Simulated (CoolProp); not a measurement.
R21 at several states: Z from the reference equation and from simpler models built on Tc = 452.7 K, pc = 5.289 MPa, ω = 0.206; each cubic takes its own stable root.

Model: reference Helmholtz-energy equation of state, Platzer 1990, in CoolProp. This equation is an older, rougher fit; its heat capacities, sound speeds and derivatives of the liquid may be far off and weren't checked against measurements.

```
T (K)  p (MPa)   phase  reference
-----  -------  ------  ---------
431.1      2.3     gas     0.7907
210.3     2.94  liquid     0.1107
388.1   0.0421     gas     0.9954
266.1   0.0785  liquid   0.002533
```

Question: How far does each simpler model (van der Waals, Soave-Redlich-Kwong, Peng-Robinson) lie from the reference over these 4 states: mean and median of the absolute difference, and the worst?

Answer: 
- van der Waals: mean 9711.2 %, median 32.8 %, worst +38778.8 % at 266.1 K and 0.0785 MPa
- Soave-Redlich-Kwong: mean 3.7 %, median 3.7 %, worst +7.2 % at 210.3 K and 2.94 MPa
- Peng-Robinson: mean 2.8 %, median 2.9 %, worst -5.6 % at 266.1 K and 0.0785 MPa

At some of these states van der Waals gives the other phase, because its saturation line lies elsewhere.
